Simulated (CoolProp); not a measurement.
n-hexane along the isobar 0.101 MPa: density (kg/m³) from the reference equation and from simpler models built on Tc = 507.8 K, pc = 3.044 MPa, ω = 0.300; each cubic takes its own stable root.

Computed with CoolProp (reference Helmholtz-energy equation of state, Thol 2019).

```json
[
 {"T (K)": "319.9", "phase": "liquid", "reference": "634.7"},
 {"T (K)": "339.4", "phase": "liquid", "reference": "615.8"},
 {"T (K)": "358.9", "phase": "gas", "reference": "3.040"},
 {"T (K)": "378.5", "phase": "gas", "reference": "2.861"},
 {"T (K)": "398", "phase": "gas", "reference": "2.705"},
 {"T (K)": "417.5", "phase": "gas", "reference": "2.567"},
 {"T (K)": "437.1", "phase": "gas", "reference": "2.443"},
 {"T (K)": "456.6", "phase": "gas", "reference": "2.332"}
]
```

Question: How far does each simpler model (van der Waals, Soave-Redlich-Kwong, Peng-Robinson) lie from the reference over these 8 states: mean and median of the absolute difference, and the worst?

Answer: 
- van der Waals: mean 25.6 %, median 1.2 %, worst -99.5 % at 339.4 K and 0.101 MPa
- Soave-Redlich-Kwong: mean 2.7 %, median 0.3 %, worst -9.9 % at 339.4 K and 0.101 MPa
- Peng-Robinson: mean 0.6 %, median 0.2 %, worst +1.9 % at 339.4 K and 0.101 MPa

At some of these states van der Waals gives the other phase, because its saturation line lies elsewhere.
